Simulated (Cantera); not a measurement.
## Transport properties of process gases

Gas mixture: NO = 0.47 (molar parts), at 120000 Pa, frozen composition.

Cantera's kinetic-theory transport with the Lennard-Jones parameters of GRI-Mech 3.0, ideal gas; thermal conductivity in the multicomponent form.

```csv
T (K),ρ (kg/m³),cp (J/kg/K),μ (µPa s),λ (mW/m/K),Pr,D (cm²/s) CH3,D (cm²/s) H2O,D (cm²/s) H
400,1.08,998.6,23.1,32.5,0.711,0.313,0.330,1.71
500,0.866,1016,27.0,38.7,0.709,0.461,0.502,2.53
600,0.722,1041,30.6,45.0,0.708,0.630,0.701,3.45
700,0.619,1067,34.0,51.2,0.708,0.818,0.926,4.49
800,0.541,1092,37.1,57.3,0.708,1.03,1.17,5.62
900,0.481,1114,40.1,63.1,0.707,1.25,1.44,6.85
```
D: mixture-averaged diffusion coefficient of that species in the mixture.
